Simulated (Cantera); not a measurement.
Mixture: 11.5 % CH4, 0.966 % C2H6, 12.0 % O2, 75.6 % N2, at 3200000 Pa, adiabatic and at constant volume. Ignition delay is the time to a rise of 400 K.

Cantera simulation using GRI-Mech 3.0 (53 species, 325 reactions); the numbers are that mechanism's predictions, not measurements. The pressure lies above the range GRI-Mech 3.0 was tuned for (to about 10 atm).

Predict: delay at 1100 K; delay at 1250 K; delay at 1400 K; delay at 1550 K; delay at 1700 K; apparent activation energy between 1625 and 1775 K.


| Quantity | Value |
|---|---|
| delay at 1100 K | 1.71 ms |
| delay at 1250 K | 0.332 ms |
| delay at 1400 K | 98.1 µs |
| delay at 1550 K | 31.0 µs |
| delay at 1700 K | 10.1 µs |
| apparent activation energy between 1625 and 1775 K | 170 kJ/mol |
